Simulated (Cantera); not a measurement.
Predominance diagram of Ba at 1175 K against the partial pressures of O2 and H2O (log10, bar). Standard-state values (1 bar) from the NASA 1993 polynomials, evaluated with Cantera. Candidates: Ba(l), BaO(s), Ba(OH)2(l). Only these pure phases compete in this equilibrium. Not in the tables: the peroxide.

Q: Which phase is stable at these pairs, and which metal-bearing vapour leads over it? (-3, -5.7); (-7, 1); (-10, -4.3); (-1.5, -8.3); (-8, 1); (0, -5.7); (-1, -9.7)

A: 
| log p(O2) | log p(H2O) | phase | chief vapour | log p (bar) |
|---|---|---|---|---|
| -3 | -5.7 | BaO(s) | Ba(OH)2 | -10.2 |
| -7 | 1 | Ba(OH)2(l) | Ba(OH)2 | -5.0 |
| -10 | -4.3 | BaO(s) | Ba(OH)2 | -8.8 |
| -1.5 | -8.3 | BaO(s) | Ba(OH)2 | -12.8 |
| -8 | 1 | Ba(OH)2(l) | Ba(OH)2 | -5.0 |
| 0 | -5.7 | BaO(s) | Ba(OH)2 | -10.2 |
| -1 | -9.7 | BaO(s) | Ba(OH)2 | -14.2 |
